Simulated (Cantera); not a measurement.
Feed: 1 mol Si, 11 mol HBr, 0.26 mol H2, equilibrated at 950 K and 0.00100 bar.

Cantera equilibrium calculation (NASA polynomials, part measured and part estimated; ideal gas, pure solids and liquids). Candidate condensed phases: Br2, Si; 19 gas species. The tables' values for SiBr3 are old estimates; treat these amounts as uncertain. Rates play no part.

Base state: HBr 0.682, H2 0.220, SiBr4 0.0973, SiHBr3 8.25e-5, SiBr3 7.72e-5, Br 6.76e-5, SiBr2 2.26e-5 (mole fractions); condensed: gas only.

**Question.** What changes in the equilibrium state with this change: temperature from 950 K to 1223 K?

**Answer.** 
| species | before | after |
|---|---|---|
| HBr | 0.682 | 0.715 |
| H2 | 0.220 | 0.185 |
| SiBr4 | 0.0973 | 0.0609 |
| SiBr2 | 2.26e-5 | 0.0277 |
| Br | 6.76e-5 | 0.00573 |
| SiBr3 | 7.72e-5 | 0.00529 |
| Br2 | 4.81e-7 | 1.34e-5 |
| SiHBr3 | 8.25e-5 | 0.000294 |
